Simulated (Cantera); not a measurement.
# Transport properties of process gases

Gas mixture: C₂H₄ = 0.27 (molar parts), at 3750 Torr, frozen composition.

Cantera's kinetic-theory transport with the Lennard-Jones parameters of GRI-Mech 3.0, ideal gas; thermal conductivity in the multicomponent form. The composition is frozen, though it would react at the higher temperatures.

```json
[
 {"T (K)": "400", "ρ (kg/m³)": "4.22", "cp (J/kg/K)": "1877", "μ (µPa s)": "13.3", "λ (mW/m/K)": "33.5", "Pr": "0.748", "D (cm²/s) NH₃": "0.0564", "D (cm²/s) O": "0.0852", "D (cm²/s) CH₃": "0.0592"},
 {"T (K)": "550", "ρ (kg/m³)": "3.07", "cp (J/kg/K)": "2380", "μ (µPa s)": "17.7", "λ (mW/m/K)": "56.3", "Pr": "0.750", "D (cm²/s) NH₃": "0.105", "D (cm²/s) O": "0.149", "D (cm²/s) CH₃": "0.106"},
 {"T (K)": "700", "ρ (kg/m³)": "2.41", "cp (J/kg/K)": "2785", "μ (µPa s)": "21.7", "λ (mW/m/K)": "80.4", "Pr": "0.750", "D (cm²/s) NH₃": "0.165", "D (cm²/s) O": "0.226", "D (cm²/s) CH₃": "0.161"},
 {"T (K)": "850", "ρ (kg/m³)": "1.98", "cp (J/kg/K)": "3081", "μ (µPa s)": "25.2", "λ (mW/m/K)": "104", "Pr": "0.750", "D (cm²/s) NH₃": "0.236", "D (cm²/s) O": "0.315", "D (cm²/s) CH₃": "0.226"},
 {"T (K)": "1000", "ρ (kg/m³)": "1.69", "cp (J/kg/K)": "3354", "μ (µPa s)": "28.5", "λ (mW/m/K)": "128", "Pr": "0.749", "D (cm²/s) NH₃": "0.316", "D (cm²/s) O": "0.415", "D (cm²/s) CH₃": "0.299"},
 {"T (K)": "1150", "ρ (kg/m³)": "1.47", "cp (J/kg/K)": "3563", "μ (µPa s)": "31.5", "λ (mW/m/K)": "150", "Pr": "0.748", "D (cm²/s) NH₃": "0.405", "D (cm²/s) O": "0.525", "D (cm²/s) CH₃": "0.379"}
]
```
D: mixture-averaged diffusion coefficient of that species in the mixture.
